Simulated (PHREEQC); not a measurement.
# Single salt, acid or base with acid rinse or clean (model solution)

Solution A (74 mmol/kgw KHF2) is mixed with solution B (0.035 mol/kgw HBr, 5.4e-05 mol/kgw CaCl2 and 0.0073 mol/kgw CuCl2) at 25 °C; shares are by mass of water, 1 kg in all. Oxygen is held at 0.21 atm. The system is closed to CO2. Solids allowed: Fluorite, Sylvite. Others were left out.

The numbers come from PHREEQC with the ion-association model, phreeqc.dat.

### Question
Predict pH, Fluorite (mol) at share of solution B = 0.5, 0.9.

### Answer
| share of solution B | pH | Fluorite (mol) |
|---|---|---|
| 0.5 | 2.65 | 2.68e-5 |
| 0.9 | 1.68 | 0 |
